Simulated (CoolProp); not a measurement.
Vapour-liquid equilibrium of o-xylene (1) + n-nonane (2) at 0.00374 bar; x and y are mole fractions of (1).

The numbers come from the multi-fluid Helmholtz-energy mixture model, Zhou 2012 and Lemmon 2006; pair parameters Bell 2016 in CoolProp.

Question: Give the bubble temperature and the first vapour's composition at x = 0.05, 0.35, 0.65. Is there an azeotrope?

Answer: x = 0.05: 290.6 K, y = 0.099; x = 0.35: 287.0 K, y = 0.499; x = 0.65: 285.1 K, y = 0.735. No azeotrope shows between x = 0.05 and 0.95.

Pair parameters are fitted to limited data, so mixtures are less certain than the pure fluids.
